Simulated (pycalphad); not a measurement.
CALPHAD calculation (pycalphad, COST 507 light-alloy database (1999)), 1 atm. These are 1990s assessments: newer ones move some temperatures and phases. Kinetics are ignored, which matters at the lower temperatures.

Molar enthalpy of Cu-93.6Si (at.%) in equilibrium (SER reference):

| T (K) | H (kJ/mol) | phases |
|---|---|---|
| 2350 | 101.11 | LIQUID |
| 2270 | 98.91 | LIQUID |
| 2190 | 96.71 | LIQUID |
| 2110 | 94.51 | LIQUID |
| 2030 | 92.32 | LIQUID |
| 1950 | 90.12 | LIQUID |
| 1870 | 87.92 | LIQUID |
| 1790 | 85.73 | LIQUID |
| 1710 | 83.53 | LIQUID |
| 1670 | 82.43 | LIQUID |
| 1630 | 62.37 | LIQUID + DIAMOND_A4 |
| 1550 | 43.40 | DIAMOND_A4 + LIQUID |
| 1470 | 36.18 | DIAMOND_A4 + LIQUID |
| 1390 | 31.46 | DIAMOND_A4 + LIQUID |
| 1310 | 27.88 | DIAMOND_A4 + LIQUID |
| 1230 | 24.93 | DIAMOND_A4 + LIQUID |
| 1150 | 22.34 | DIAMOND_A4 + LIQUID |
| 1070 | 19.13 | DIAMOND_A4 + CU19SI6_ETA |
| 1030 | 18.06 | DIAMOND_A4 + CU19SI6_ETA |
| 990 | 17.00 | DIAMOND_A4 + CU19SI6_ETA |
| 910 | 14.90 | DIAMOND_A4 + CU19SI6_ETA |
| 830 | 12.83 | DIAMOND_A4 + CU19SI6_ETA |
| 750 | 10.80 | DIAMOND_A4 + CU19SI6_ETA |
| 670 | 8.79 | DIAMOND_A4 + CU19SI6_ETA |
| 590 | 6.83 | DIAMOND_A4 + CU19SI6_ETA |
| 510 | 4.92 | DIAMOND_A4 + CU19SI6_ETA |

Cooling from 1670 K to 1070 K, across the freezing range, releases 63.3 kJ/mol, or 2090 J/g. The slope is 27 J/(mol K) in the liquid and 27 J/(mol K) just below the solidus, where it includes any heat of precipitation. Liquidus 1653 K, solidus 1074 K. Changes were sought between steps of 40 K, so a narrower field can be missed.

Database names, with the compositions (at.%) that they take in these runs: CU19SI6_ETA: Cu 76 Si 24. DIAMOND_A4 is diamond (Si).
